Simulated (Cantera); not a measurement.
Input: 1 mol CH3SiH3, 0.053 mol HCl, 89 mol H2, held at 1650 K.

Cantera equilibrium calculation (NASA polynomials, part measured and part estimated; ideal gas, pure solids and liquids). Candidate condensed phases: C, C6H6, C7H8, C8H18, Si, SiC; 109 gas species. The feed counts by its element totals alone. Mutual solubility and eutectic melting of coexisting phases are not modelled. Equilibrium is a limit: real reactors are often held back by kinetics, nucleation or transport.

log p: log10 of the partial pressure in bar; n: condensed amount in mol.

| P (Pa) | log p H2 | log p H | log p HCl | log p CH4 | log p Si | log p SiH2 | log p C2H2 (acetylene) | n SiC(s) | n Si(s) |
|---|---|---|---|---|---|---|---|---|---|
| 100 | -3.00 | ? | -6.24 | -9.35 | -8.01 | -9.50 | -8.28 | 0.999 | 0 |
| 220 | -2.66 | ? | -5.90 | -8.78 | -7.89 | -9.04 | -8.17 | 0.999 | 0 |
| 460 | -2.34 | ? | -5.58 | -8.26 | -7.77 | -8.60 | -8.09 | 1.000 | 0 |
| 1000 | -2.00 | ? | -5.24 | -7.73 | -7.63 | -8.12 | -8.04 | 1.000 | 0 |
| 2200 | -1.66 | ? | -4.90 | -7.23 | -7.44 | -7.59 | -8.07 | 1.000 | 0 |
| 4600 | -1.34 | ? | -4.58 | -6.79 | -7.24 | -7.07 | -8.15 | 1.000 | 0 |
| 10000 | -1.00 | ? | -4.24 | -6.32 | -7.04 | -6.53 | -8.23 | 1.000 | 0 |
| 22000 | -0.66 | ? | -3.90 | -5.83 | -6.84 | -5.99 | -8.28 | 0.999 | 0 |
| 46000 | -0.34 | ? | -3.58 | -5.36 | -6.67 | -5.50 | -8.30 | 0.999 | 0 |
| 100000 | 0.00 | ? | -3.24 | -4.78 | -6.57 | -5.06 | -8.15 | 0.998 | 0.000407 |

### Question
What belongs in the gaps?

### Answer

- 100, log p H: -5.54
- 220, log p H: -5.37
- 460, log p H: -5.21
- 1000, log p H: -5.04
- 2200, log p H: -4.87
- 4600, log p H: -4.71
- 10000, log p H: -4.54
- 22000, log p H: -4.37
- 46000, log p H: -4.21
- 100000, log p H: -4.04
